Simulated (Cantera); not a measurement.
A perfectly stirred reactor is fed with C₂H₆ : N₂ = 1 : 94 (molar parts), at 0.0132 atm; it is held at 1525 K, and followed from long to short residence time.

Computed with Cantera and GRI-Mech 3.0 (53 species, 325 reactions). GRI-Mech 3.0 stops at C3 and has no aromatics, soot or wall deposition, so with more carbon than oxygen in the feed, carbon stays in small species such as C2H2 where larger ones or solid carbon would form. Radical loss at walls, strong at low pressure, is not modelled.

One state of this run: x C₂H₆ = 0.000462; x CH₂ = 3.44e-6; x CH₃ = 0.000741; x HCN = 6.70e-6; x H₂ = 0.0140; x C₂H₄ = 0.00162. x: mole fraction; the columns are a selection and need not sum to one.

Problem. Which value of τ (s) does it belong to?
A. 0.0034
B. 0.077
C. 3.9
D. 0.0015

Solution. B, 0.077
